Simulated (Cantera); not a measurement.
Feed: 1 mol SiO2, 0.024 mol Si, 3.9 mol N2, at 345 Torr.

Equilibrium computed with Cantera from the NASA thermochemical tables; the gas is ideal and each condensed phase is pure. Candidate condensed phases: Si, SiO2, Si2N2O, Si3N4; 16 gas species. Mutual solubility and eutectic melting of coexisting phases are not modelled. The tables hold silica as quartz up to 1696 K and as liquid above; real silica turns to tridymite and cristobalite and melts near 1996 K. Rates play no part.

x: gas mole fraction; n: condensed amount in mol.

```
T (K)   x N2     x SiO    x SiO2      x NO  n SiO2(β-quartz)  n Si2N2O(s)  n SiO2(condensed)  n SiO2(l)
-----  -----  --------  --------  --------  ----------------  -----------  -----------------  ---------
1675   1.000  0.000412  6.52e-10  1.22e-10             0.991       0.0155                  0          0
1725   0.999   0.00116   2.20e-9  2.67e-10                 0       0.0145              0.990          0
1775   0.997         ?   6.87e-9         ?                 0            ?              0.988          0
1825   0.992   0.00764   2.01e-8   1.12e-9                 0      0.00601              0.982          0
1875   0.988    0.0122   5.54e-8   3.21e-9                 0            0              0.976          0
1925   0.988    0.0122   1.45e-7   1.36e-8                 0            0              0.976          0
1975   0.988    0.0122   3.59e-7         ?                 0            0              0.976          0
2025   0.988    0.0122   8.50e-7   1.94e-7                 0            0                  0      0.976
2075   0.988    0.0122   1.93e-6   6.66e-7                 0            0                  0      0.976
2125   0.988    0.0122   4.20e-6   2.15e-6                 0            0                  0      0.976
2175   0.988    0.0122   8.81e-6   6.56e-6                 0            0                  0      0.976
```

Question: Complete the blanks.

Answer: 
- 1775, x SiO: 0.00306
- 1775, x NO: 5.58e-10
- 1775, n Si2N2O(s): 0.0120
- 1975, x NO: 5.32e-8
